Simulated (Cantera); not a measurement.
Cantera run:

```python
import numpy as np
import cantera as ct

gas_names = """
    AL ALH ALO ALOH ALO2 ALO2H AL2 AL2O AL2O2 H HALO HO2 H2 H2O H2O2 O OH O2 O3
""".split()
cond_names = """
    AL(cr) AL(L) AL2O3(a) AL2O3(L) H2O(s) H2O(L)
""".split()


def load(file, names, dense=False):
    # The tables refer to 1 bar. Condensed volumes are neglected.
    table = {s.name: s for s in ct.Species.list_from_file(file)}
    out = []
    for n in names:
        d = dict(table[n].input_data)
        d["thermo"] = dict(d["thermo"], **{"reference-pressure": 1e5})
        if dense:
            d["equation-of-state"] = {"model": "constant-volume", "density": "1e6 g/cm^3"}
        out.append(ct.Species.from_dict(d))
    return out


gas = ct.Solution(thermo="ideal-gas", species=load("nasa_gas.yaml", gas_names))
cond = {s.name: ct.Solution(thermo="fixed-stoichiometry", species=[s], name=s.name)
        for s in load("nasa_condensed.yaml", cond_names, dense=True)}
atoms = {
    'Al2O3': {'AL': 2, 'O': 3},
    'H2': {'H': 2},
    'H2O': {'H': 2, 'O': 1},
}
top_T = {}  # K; cautious upper limits of use, not melting points


def equilibrate(T, P, feed):
    n = {}
    for name, mol in feed.items():
        for a, k in atoms[name].items():
            n[a] = n.get(a, 0.0) + k * mol
    gas.TPX = T, P, n
    mass = sum(n.values()) * gas.mean_molecular_weight
    gas.equilibrate("TP")
    valid = [c for c in cond.values() if c.min_temp <= T <= top_T.get(c.name, c.max_temp)]
    mix = ct.Mixture([(gas, mass / gas.mean_molecular_weight)] + [(c, 0.0) for c in valid])
    mix.T, mix.P = T, P
    mix.equilibrate("TP", solver="vcs", rtol=1e-11, max_steps=5000)
    return mix


results = []
feed = {'Al2O3': 1, 'H2': 130, 'H2O': 0.11}  # mol
T = 1423  # K
P = 87000  # Pa
mix = equilibrate(T, P, feed)
results.append((T, P, feed, dict(zip(mix.species_names, mix.species_moles))))
print(gas.report(threshold=1e-05))
for i in range(1, mix.n_phases):
    print(f"{mix.phase(i).name:16s} {mix.phase_moles(i):12.5e} mol")
```

Result:

```
       temperature   1423 K
          pressure   87000 Pa
           density   0.014924 kg/m^3
  mean mol. weight   2.0295 kg/kmol
   phase of matter   gas

                          1 kg             1 kmol
                     ---------------   ---------------
          enthalpy        1.6585e+07         3.366e+07  J
   internal energy        1.0756e+07        2.1829e+07  J
           entropy             87938        1.7847e+05  J/K
    Gibbs function       -1.0855e+08       -2.2031e+08  J
 heat capacity c_p             15796             32058  J/K
 heat capacity c_v             11699             23744  J/K

                      mass frac. Y      mole frac. X     chem. pot. / RT
                     ---------------   ---------------   ---------------
                H2           0.99249           0.99915           -18.591
               H2O         0.0075045        0.00084544           -53.735
     [  +17 minor]        3.5367e-06        7.1184e-06

AL(L)             0.00000e+00 mol
AL2O3(a)          1.00000e+00 mol
```

Equilibrium computed with Cantera from the NASA thermochemical tables; the gas is ideal and each condensed phase is pure.
